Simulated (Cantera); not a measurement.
Feed: 1 mol SiHCl3, 1.1 mol NH3, 1.2 mol N2, equilibrated at 1125 °C and 1.00 bar.

Method: chemical equilibrium by Gibbs-energy minimisation in Cantera with the NASA 1993 tables (ideal gas, pure condensed phases). The tables' values for SiCl3 are old estimates; treat these amounts as uncertain. The numbers say what is thermodynamically allowed, not how fast it happens.

```tsv
species	before	after
N2	0.280	0.845
HCl	0.376	0.104
H2	0.274	0.0437
SiCl4	0.0618	0.00671
SiH2Cl2	2.44e-5	8.87e-7
SiHCl3	0.00316	0.000199
SiCl3	0.00400	0.000629
SiCl2	0.00110	0.000252
Si3N4(s), mol	0.225	0.275
```
Gas species are given as mole fractions.

### Question
Which change was made?
A. N2 from 1.2 to 19 mol
B. NH3 from 1.1 to 4.5 mol
C. temperature from 1125 °C to 1202 °C
D. pressure from 1.00 bar to 0.0133 bar

### Answer
A, N2 from 1.2 to 19 mol
